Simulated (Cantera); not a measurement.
## Pb + CO + H2 (iron carbonyl, mercury and lead vapours)

Charge: 1 mol Pb, 0.73 mol CO, 3.7 mol H2, at 1.60 mbar.

Method: chemical equilibrium by Gibbs-energy minimisation in Cantera with the NASA 1993 tables (ideal gas, pure condensed phases). Candidate condensed phases: C, C6H6, C7H8, C8H18, H2O, Pb, PbO, PbO2, Pb3O4; 113 gas species. The numbers say what is thermodynamically allowed, not how fast it happens.

```tsv
T (K)	x H2	x Pb	x CO	x H2O	x CH4	x CO2	n C(graphite)	n Pb(l)
900	0.834	0.000855	0.164	0.000531	0.000347	0.000240	0.00187	0.996
950	0.832	0.00314	0.164	0.000204	0.000186	7.20e-5	0.000401	0.986
1000	0.827	0.0101	0.163	8.52e-5	0.000104	2.41e-5	0	0.955
1050	0.811	0.0291	0.160	4.29e-5	5.29e-5	9.97e-6	0	0.867
1100	0.772	0.0757	0.152	2.20e-5	2.62e-5	4.27e-6	0	0.637
1150	0.684	0.181	0.135	1.02e-5	1.19e-5	1.69e-6	0	0.0204
1200	0.681	0.184	0.134	6.27e-6	7.12e-6	9.01e-7	0	0
1250	0.681	0.184	0.134	4.05e-6	4.45e-6	5.10e-7	0	0
1300	0.681	0.184	0.134	2.74e-6	2.85e-6	3.06e-7	0	0
1350	0.681	0.184	0.134	1.96e-6	1.84e-6	1.96e-7	0	0
```
x: gas mole fraction; n: condensed amount in mol.

From 900 K to 950 K the condensed part is C(graphite) + Pb(l). From 1000 K to 1150 K the condensed part is Pb(l). From 1200 K to 1350 K nothing is condensed. The main Pb-bearing gas is Pb throughout.
